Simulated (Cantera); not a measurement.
Input: 1 mol Si3N4, 0.45 mol Si, 3.5 mol N2.

Cantera equilibrium calculation (NASA polynomials, part measured and part estimated; ideal gas, pure solids and liquids). Candidate condensed phases: Si, Si3N4; 7 gas species. Equilibrium is a limit: real reactors are often held back by kinetics, nucleation or transport.

Stable condensed phases, one row left out:

```
T in K \ P in Pa
               1       4      16      63     250    1000    4000   16000   63000  250000 1000000
   2873        A       A       A       A       A       A       A       B       B       B       B
   2773        A       A       A       A       A       A       A       B       B       B       B
   2673        A       A       A       A       A       A       A       B       B       B       B
   2573        A       A       A       A       A       A       B       B       B       B       B
   2473        A       A       A       A       A       A       B       B       B       B       B
   2273        A       A       A       A       B       B       B       B       B       B       C
   2173        A       A       A       A       B       B       B       B       B       C       C
   2073        A       A       A       B       B       B       B       B       C       C       C
   1973        A       A       B       B       B       B       B       C       C       C       C
   1873        A       B       B       B       B       B       C       C       C       C       C
   1773        B       B       B       B       B       C       C       C       C       C       C
   1673        B       B       B       B       C       C       C       C       C       C       C
   1573        B       B       B       C       C       C       C       C       C       C       C
```

A: gas only; B: Si; C: Si3N4.

Q: Give the row for 2373 K.

A: 1: gas only; 4: gas only; 16: gas only; 63: gas only; 250: gas only; 1000: Si; 4000: Si; 16000: Si; 63000: Si; 250000: Si; 1000000: Si3N4.
